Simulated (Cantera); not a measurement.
An isothermal, constant-pressure homogeneous reactor starts with N2O = 1 (molar parts), at 1298 K and 101000 Pa. Integrator tolerance rtol = 1e-08.

Cantera simulation using GRI-Mech 3.0 (53 species, 325 reactions); the numbers are that mechanism's predictions, not measurements. GRI-Mech 3.0 was tuned for natural gas; its chemistry of N2O as a main component is partial and can be far from experiment. The mechanism lacks the step 2 NO + O2 → 2 NO2, which can matter for NO2 below about 1400 K. The temperature is held fixed by assumption; the heat of reaction is taken as removed at once.

Q: What does this change do: temperature 1298 to 1400 K?

A: 
```csv
quantity,before,after
x(N2O) at 10.0 s,1.49e-6 (gas-phase equilibrium 2.80e-8),3.13e-6 (gas-phase equilibrium 4.95e-8)
x(NO2) at 10.0 s,0.000944 (gas-phase equilibrium 6.29e-6),0.000872 (gas-phase equilibrium 7.91e-6)
x(O2) at 10.0 s,0.296 (gas-phase equilibrium 0.333),0.282 (gas-phase equilibrium 0.333)
x(NO) at 10.0 s,0.0724 (gas-phase equilibrium 0.000455),0.101 (gas-phase equilibrium 0.000843)
x(N2) at 10.0 s,0.630 (gas-phase equilibrium 0.666),0.616 (gas-phase equilibrium 0.666)
x(O) at 10.0 s,9.29e-8 (gas-phase equilibrium 9.85e-8),5.03e-7 (gas-phase equilibrium 5.46e-7)
```

Q: What does this change do: temperature 1298 to 1048 K?

A: 
```tsv
quantity	before	after
x(N2O) at 10.0 s	1.49e-6 (gas-phase equilibrium 2.80e-8)	0.745 (gas-phase equilibrium 4.38e-9)
x(NO2) at 10.0 s	0.000944 (gas-phase equilibrium 6.29e-6)	0.000128 (gas-phase equilibrium 2.98e-6)
x(O2) at 10.0 s	0.296 (gas-phase equilibrium 0.333)	0.0805 (gas-phase equilibrium 0.333)
x(NO) at 10.0 s	0.0724 (gas-phase equilibrium 0.000455)	0.00841 (gas-phase equilibrium 6.03e-5)
x(N2) at 10.0 s	0.630 (gas-phase equilibrium 0.666)	0.165 (gas-phase equilibrium 0.667)
x(O) at 10.0 s	9.29e-8 (gas-phase equilibrium 9.85e-8)	9.43e-8 (gas-phase equilibrium 3.65e-10)
```
